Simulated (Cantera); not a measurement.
A perfectly stirred reactor is fed with N2O : H2 : N2 : H2O = 1 : 0.0031 : 2.8 : 0.051 (molar parts), at 0.0132 atm; it is held at 1525 K, and followed from long to short residence time.

Model: GRI-Mech 3.0 (53 species, 325 reactions), integrated in Cantera. GRI-Mech 3.0 was tuned for natural gas; its chemistry of N2O as a main component is partial and can be far from experiment. Radical loss at walls, strong at low pressure, is not modelled. The temperature is held fixed by assumption; the heat of reaction is taken as removed at once.

One state of this run: x N2O = 0.256; x H2 = 0.000448; x NO2 = 6.23e-6; x H2O2 = 2.01e-8; x NO = 0.000581; x OH = 0.000142. x: mole fraction; the columns are a selection and need not sum to one.

Which value of τ (s) does it belong to?
A) 0.025
B) 0.95
C) 0.0040
D) 0.010

D, 0.010
